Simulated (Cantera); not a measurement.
A freely propagating, adiabatic, planar premixed flame of C3H8 : O2 : N2 = 1 : 4.55 : 17.1 (molar parts), unburnt at 675 K and 3.40 bar; mixture-averaged transport, grid criteria slope 0.08 and curve 0.16, no radiation.

Model: GRI-Mech 3.0 (53 species, 325 reactions), integrated in Cantera. GRI-Mech 3.0 was tuned for natural gas; its chemistry of propane as a main component is partial and can be far from experiment. Burning velocities carry a grid error of a few per cent, more on coarse grids.

x: mole fraction of selected species; z is measured from the peak of heat release.

| z (mm) | T (K) | u (m/s) | x C3H8 | x O2 | x CO | x HO2 | x H2O | x HCO |
|---|---|---|---|---|---|---|---|---|
| -0.261 | 675 | 1.57 | 0.0441 | 0.201 | 5.69e-6 | 1.24e-7 | 4.59e-5 | <1e-8 |
| -0.174 | 676 | 1.57 | 0.0440 | 0.200 | 6.51e-5 | 1.41e-6 | 0.000394 | <1e-8 |
| -0.130 | 682 | 1.59 | 0.0439 | 0.199 | ? | ? | ? | <1e-8 |
| -0.0869 | 723 | 1.70 | 0.0432 | 0.194 | ? | ? | ? | <1e-8 |
| -0.0434 | 1034 | 2.50 | 0.0331 | 0.160 | 0.0181 | 0.000199 | 0.0399 | 8.75e-7 |
| -0.0217 | 1435 | 3.58 | 0.0126 | 0.116 | 0.0426 | 0.000390 | 0.0754 | 3.18e-5 |
| 0 | 1846 | 4.72 | 0.000458 | 0.0661 | 0.0703 | 0.000223 | 0.111 | 0.000103 |
| 0.0217 | 2051 | 5.27 | 6.32e-7 | 0.0359 | 0.0765 | 3.92e-5 | 0.129 | 3.88e-5 |
| 0.0434 | 2122 | 5.43 | <1e-8 | 0.0231 | 0.0687 | 1.55e-5 | 0.135 | 4.97e-6 |
| 0.0869 | 2190 | 5.56 | <1e-8 | 0.0154 | 0.0566 | 9.55e-6 | 0.136 | 3.09e-7 |
| 0.174 | 2269 | 5.73 | <1e-8 | 0.0115 | 0.0492 | 6.36e-6 | 0.138 | 1.86e-7 |
| 0.347 | 2352 | 5.91 | <1e-8 | 0.00852 | 0.0452 | 3.99e-6 | 0.143 | 1.11e-7 |
| 0.695 | 2425 | 6.06 | <1e-8 | 0.00576 | 0.0417 | 2.35e-6 | 0.148 | 6.18e-8 |

Problem. Some entries are withheld; supply them.

Solution. 
- -0.130, x CO: 0.000310
- -0.130, x HO2: 6.64e-6
- -0.130, x H2O: 0.00150
- -0.0869, x CO: 0.00220
- -0.0869, x HO2: 4.33e-5
- -0.0869, x H2O: 0.00762
